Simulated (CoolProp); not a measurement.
Model: reference Helmholtz-energy equation of state, Beckmüller 2019, in CoolProp.

### Question
For n-octane, give the phase and the Joule-Thomson coefficient (K/MPa), viscosity (µPa s), Prandtl number at 567.2 K and 2.16 bar; 420 K and 0.125 bar.

### Answer
- 567.2 K and 2.16 bar: gas; Joule-Thomson coefficient 8.18, viscosity 10.7, Prandtl number 0.748
- 420 K and 0.125 bar: gas; Joule-Thomson coefficient 22.6, viscosity 7.98, Prandtl number 0.794

Viscosity comes from a separate model (Huber 2004). Thermal conductivity comes from a separate model (Huber 2005).
